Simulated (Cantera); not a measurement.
Charge: 1 mol Cu, 7.7 mol F₂, 6.7 mol H₂, at 1148.15 K and 2.70 Pa.

Cantera equilibrium calculation (NASA polynomials, part measured and part estimated; ideal gas, pure solids and liquids). Candidate condensed phases: Cu, CuF₂; 15 gas species. Kinetics and transport are ignored.

Base state: HF 0.929, CuF₂ 0.0674, CuF 0.00187, F 0.00187 (mole fractions); condensed: gas only.

**Question.** What changes in the equilibrium state with this change: F₂ from 7.7 to 7.6 mol?

**Answer.** 
| species | before | after |
|---|---|---|
| HF | 0.929 | 0.930 |
| CuF₂ | 0.0674 | 0.0553 |
| CuF | 0.00187 | 0.0141 |
| F | 0.00187 | 0.000203 |
